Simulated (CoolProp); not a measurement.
Properties of R11 along the isotherm 208.75 °C (Tc = 198.0 °C, pc = 4408 kPa, ω = 0.189).

Model: reference Helmholtz-energy equation of state, Jacobsen 1992, in CoolProp.

| p (kPa) | phase | density (kg/m³) | speed of sound (m/s) | Prandtl number |
|---|---|---|---|---|
| 34.8 | gas | 1.196 | 178.6 | 0.704 |
| 79.3 | gas | 2.734 | 178.2 | 0.704 |
| 180 | gas | 6.251 | 177.1 | 0.706 |
| 411 | gas | 14.52 | 174.7 | 0.710 |
| 935 | gas | 34.45 | 168.9 | 0.722 |
| 2130 | gas | 88.20 | 153.8 | 0.776 |
| 4840 | supercritical | 398.9 | 101.0 | 2.83 |
| 11000 | supercritical | 983.2 | 296.3 | 2.53 |

Viscosity comes from a separate model (Klein 1997), an estimate that may be off by 10 % or more. Thermal conductivity comes from a separate model (McLinden 2000), an estimate that may be off by 10 % or more.
